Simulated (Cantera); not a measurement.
Mixture: 3.98 % CH4, 1.04 % C2H6, 17.3 % O2, 77.7 % N2, equivalence ratio 0.67, at 760 Torr, adiabatic and at constant volume. Ignition delay is the time to a rise of 400 K.

Cantera simulation using GRI-Mech 3.0 (53 species, 325 reactions); the numbers are that mechanism's predictions, not measurements.

At T0 = 1525 K, what is the delay, and which 8 reactions control it most (d ln τ / d ln k, from doubling and halving each rate constant)?

The delay is 0.111 ms.
```
reaction                     d ln τ / d ln k   faster rate
---------------------------  ---------------  ------------
H + O2 <=> O + OH                      -0.60   shortens it
CH3 + HO2 <=> CH3O + OH                -0.32   shortens it
CH4 + H <=> CH3 + H2                    0.27  lengthens it
CH4 + OH <=> CH3 + H2O                  0.21  lengthens it
C2H6 + OH <=> C2H5 + H2O               -0.13   shortens it
C2H4 + H (+M) <=> C2H5 (+M)            -0.12   shortens it
CH3 + O2 <=> CH3O + O                  -0.09   shortens it
C2H6 + O <=> C2H5 + OH                 -0.08   shortens it
```
